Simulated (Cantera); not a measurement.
A closed system holds: 1 mol SiH2Cl2, 1.4 mol C2H2, 1800 mol H2, at 0.190 bar.

Equilibrium computed with Cantera from the NASA thermochemical tables; the gas is ideal and each condensed phase is pure. Candidate condensed phases: C, C6H6, C7H8, C8H18, Si, SiC; 109 gas species. The numbers say what is thermodynamically allowed, not how fast it happens. All values below are at 1650 K.

Base state: H2 0.998, HCl 0.00111, CH4 0.000252, H 0.000208, C2H2 (acetylene) 4.55e-5 (mole fractions); condensed: C(graphite) + SiC(s).

Problem. What changes in the equilibrium state with this change: pressure from 0.190 bar to 0.00133 bar?

Solution. 
| species | before | after |
|---|---|---|
| H2 | 0.998 | 0.996 |
| H | 0.000208 | 0.00248 |
| HCl | 0.00111 | 0.00111 |
| CH4 | 0.000252 | 1.76e-6 |
| C2H2 (acetylene) | 4.55e-5 | 4.54e-5 |
| C(graphite), mol | 1.18 | 1.64 |
| SiC(s), mol | 1.000 | 0.995 |
